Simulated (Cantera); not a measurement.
A closed system holds: 1 mol AlN, 1.2 mol H2, held at 1623 K and 1.00 bar.

Cantera equilibrium calculation (NASA polynomials, part measured and part estimated; ideal gas, pure solids and liquids). Candidate condensed phases: Al, AlN; 13 gas species. Equilibrium is a limit: real reactors are often held back by kinetics, nucleation or transport.

Base state: H2 1.000, H 6.91e-5 (mole fractions); condensed: AlN(s).

Question: What changes in the equilibrium state with this change: 0.24 mol Cl2 added?

Answer: 
```
species       before    after
-----------  -------  -------
H2             1.000    0.787
HCl                0   0.0828
AlCl3              0   0.0780
N2           1.88e-6   0.0433
AlCl2              0  0.00616
AlCl               0  0.00247
H            6.91e-5  6.13e-5
AlN(s), mol    1.000    0.875
```
The tables' values for AlCl2 are old estimates; treat these amounts as uncertain. Further candidate phases: AlCl3, NH4Cl.

Question: What changes in the equilibrium state with this change: AlN replaced by Si3N4?

Answer: 
| species | before | after |
|---|---|---|
| H2 | 1.000 | 0.999 |
| N2 | 1.88e-6 | 0.000442 |
| H | 6.91e-5 | 6.91e-5 |
| AlN(s), mol | 1.000 | 0 |
| Si(s), mol | 0 | 0.000787 |
| Si3N4(s), mol | 0 | 1.000 |
Mutual solubility and eutectic melting of coexisting phases are not modelled. Further candidate phases: Si, Si3N4.
